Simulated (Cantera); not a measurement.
Feed: 1 mol Si, a varied amount of SF6, 0.13 mol N2, held at 1623.15 K and 1.50 Pa.

These are equilibrium values from Cantera (NASA tables, ideal gas, pure condensed phases), not measurements of a reactor. Candidate condensed phases: S, Si, Si3N4; 29 gas species. The tables' values for S2F2 (SSF2), SF3, FS2F (FSSF) are old estimates; treat these amounts as uncertain. Equilibrium is a limit: real reactors are often held back by kinetics, nucleation or transport.

Task: At 2.7 mol SF6, list the 5 most abundant gas species with their mole fractions, and the condensed phases.

Result: F 0.740, SF2 0.0978, SiF4 0.0790, S2 0.0402, SF 0.0218. Condensed: gas only.
